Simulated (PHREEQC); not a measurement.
Brine: speciation

A solution holds 2.1 mol K2CO3, 0.045 mol Na2B4O7 and 0.14 mol NaCl per kg of water, at 15 °C. Closed to the air; pH follows from the charge balance.

Model: Pitzer model, pitzer.dat, run in PHREEQC.

- pH = 11.29
- ionic strength = 6.44 mol/kgw
- activity of water = 0.896
- density = 1.219 g/cm³
- osmotic coefficient = 0.890
- total alkalinity = 4290 meq/kg

```
species      molality  activity   log γ
-----------  --------  --------  ------
K+               4.20      1.79  -0.369
CO3-2            2.01     0.266  -0.880
Na+             0.230    0.0596  -0.586
B(OH)4-         0.176    0.0965  -0.260
Cl-             0.140    0.0847  -0.218
HCO3-          0.0867    0.0372  -0.367
B(OH)3        0.00315  0.000953  -0.519
OH-          0.000375  0.000797   0.327
B4O5(OH)4-2  0.000236   3.23e-6  -1.863
B3O3(OH)4-    5.08e-5   6.26e-6  -0.909
CO2           3.41e-7   5.43e-7   0.202
```

No solid was allowed to form. Species that the database lacks are ignored. In brines, pH and single-ion activities rest on the MacInnes convention.
